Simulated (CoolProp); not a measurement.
Saturation properties of CHF3 (R23) (Tc = 299.3 K, pc = 4.832 MPa, ω = 0.263).

The numbers come from the reference Helmholtz-energy equation of state, Penoncello 2003 in CoolProp.

```
T (K)  p (MPa)  liquid cp (kJ/(kg K))  vapour viscosity (µPa s)
-----  -------  ---------------------  ------------------------
233.2   0.7078                  1.371                      11.8
238.6   0.8606                  1.402                      12.1
243.9    1.033                  1.437                      12.5
249.3    1.235                  1.480                      12.8
254.7    1.464                  1.533                      13.2
260.1    1.724                  1.598                      13.6
265.5    2.017                  1.682                      14.1
270.8    2.340                  1.792                      14.7
276.2    2.707                  1.951                      15.3
281.6    3.118                  2.199                      16.2
287      3.575                  2.654                      17.3
```

It boils at 191.1 K under 1 atm.

Viscosity comes from a separate model (Shan 2000).
